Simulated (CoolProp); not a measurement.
Properties of R1336mzz(Z) along the isotherm 336.7 K.

Computed with CoolProp (reference Helmholtz-energy equation of state, McLinden 2020).

| p (kPa) | phase | cp (kJ/(kg K)) | fugacity coefficient |
|---|---|---|---|
| 45.9 | gas | 0.9236 | 0.9844 |
| 94.3 | gas | 0.9348 | 0.9679 |
| 194 | gas | ___ | 0.9340 |
| 398 | liquid | 1.304 | 0.6236 |
| 816 | liquid | 1.301 | ___ |
| 1680 | liquid | 1.296 | 0.1568 |
| 3440 | liquid | 1.287 | 0.08305 |
| 7070 | liquid | ___ | 0.04770 |
| 14500 | liquid | 1.252 | 0.03246 |

Q: Fill in the missing entries.

A: 
- 194, cp (kJ/(kg K)): 0.9618
- 816, fugacity coefficient: 0.3101
- 7070, cp (kJ/(kg K)): 1.273
